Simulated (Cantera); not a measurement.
A perfectly stirred reactor is fed with CH4 : O2 : N2 = 1 : 1.67 : 6.27 (molar parts), at 10.0 bar; it is adiabatic with a 325 K inlet, and is followed from long to short residence time, starting on the burning branch (τ in s: 0.022, 0.013, 0.0079, 0.0048, 0.0029, 0.0017, 0.001, 0.00062, 0.00037, 0.00022, 0.00013, 8.1e-05).

Model: GRI-Mech 3.0 (53 species, 325 reactions), integrated in Cantera.

One state of this run: T (K) = 2159; x CH4 = 0.000147; x O2 = 0.000209; x CH3 = 3.43e-5; x C2H2 = 6.73e-6; x HO2 = 9.24e-8; x NO = 0.000141. x: mole fraction; the columns are a selection and need not sum to one.

### Question
Which value of τ (s) does it belong to?
(A) 0.0010
(B) 0.0079
(C) 0.013
(D) 0.00013

### Answer
C, 0.013
